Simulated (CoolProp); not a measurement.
Acetone along the isotherm 276.85 °C: fugacity coefficient from the reference equation and from simpler models built on Tc = 235.0 °C, pc = 46.92 bar, ω = 0.307; each cubic takes its own stable root.

The numbers come from the reference Helmholtz-energy equation of state, Lemmon 2006 in CoolProp. It is a short technical equation, of lower accuracy than the large ones.

```
p (bar)          phase  reference
-------  -------------  ---------
8.8                gas     0.9450
17.6               gas     0.8919
26.4               gas     0.8408
35.2               gas     0.7913
44                 gas     0.7434
52.8     supercritical     0.6969
61.6     supercritical     0.6515
70.4     supercritical     0.6071
```

Q: How far does each simpler model (van der Waals, Redlich-Kwong, Peng-Robinson) lie from the reference over these 8 states: mean and median of the absolute difference, and the worst?

A: 
- van der Waals: mean 3.0 %, median 3.4 %, worst +4.2 % at 276.85 °C and 52.8 bar
- Redlich-Kwong: mean 1.7 %, median 1.9 %, worst +2.2 % at 276.85 °C and 52.8 bar
- Peng-Robinson: mean 0.7 %, median 0.6 %, worst +1.5 % at 276.85 °C and 70.4 bar
